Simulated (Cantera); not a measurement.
Cantera run:

```python
import numpy as np
import cantera as ct

gas_names = """
    CrO3 H OH
""".split()
cond_names = """
    Cr(cr) Cr(L)
""".split()


# ... load() reads the species with a 1 bar reference pressure and builds the phases ...
species = {s.name: s for s in load("nasa_gas.yaml", gas_names) + load("nasa_condensed.yaml", cond_names)}
# Each term lists the table entries of one substance; the one whose range holds T is used.
reactions = {
    'CrO3(g) + 3 H(g) = 3 OH(g) + Cr':
        [(-1, ['CrO3']), (-3, ['H']), (3, ['OH']), (1, ['Cr(cr)', 'Cr(L)'])],
}


def pick(names, T):
    return next(species[n] for n in names if species[n].thermo.min_temp <= T <= species[n].thermo.max_temp)


results = []
for label, terms in reactions.items():
    print(label)
    print("     T/K   dH/kJ  dS/(J/K)   dG/kJ   log10 K")
    for T in [1450, 1650, 1850, 2050, 2250, 2450, 2650]:
        used = [(nu, pick(names, T)) for nu, names in terms]
        dH = sum(nu * s.thermo.h(T) for nu, s in used) / 1e6
        dS = sum(nu * s.thermo.s(T) for nu, s in used) / 1e3
        dG = dH - T * dS / 1e3
        logK = -dG * 1e6 / (ct.gas_constant * T * np.log(10))
        results.append((label, T, dH, dS, dG, logK, [s.name for _, s in used]))
        print(f"{T:8g} {dH:8.1f} {dS:8.1f} {dG:8.1f} {logK:8.2f}")
```

Output:

```
CrO3(g) + 3 H(g) = 3 OH(g) + Cr
     T/K   dH/kJ  dS/(J/K)   dG/kJ   log10 K
    1450   -259.9    -58.6   -174.9     6.30
    1650   -260.2    -58.9   -163.1     5.16
    1850   -259.4    -58.4   -151.4     4.27
    2050   -257.3    -57.3   -139.8     3.56
    2250   -235.6    -47.1   -129.6     3.01
    2450   -235.3    -47.0   -120.2     2.56
    2650   -234.7    -46.8   -110.8     2.18
```

Cantera with NASA thermochemical tables; ideal gases at 1 bar, condensed phases pure. Condensed species are held in their standard states even where they would react or evaporate.
